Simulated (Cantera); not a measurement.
A freely propagating, adiabatic, planar premixed flame of CH4 : O2 : N2 = 1 : 2.82 : 10.6 (molar parts), equivalence ratio 0.71, unburnt at 325 K and 0.950 bar; mixture-averaged transport, grid criteria slope 0.08 and curve 0.16, no radiation.

Detailed kinetics in Cantera: GRI-Mech 3.0 (53 species, 325 reactions). Burning velocities carry a grid error of a few per cent, more on coarse grids.

Question: Predict: laminar burning velocity; thermal thickness; peak x(H2); peak x(H).

Answer: 
```json
{
 "laminar_burning_velocity": "24.4 cm/s",
 "thermal_thickness": "0.641 mm",
 "peak x(H2)": "0.00604",
 "peak x(H)": "0.00169"
}
```
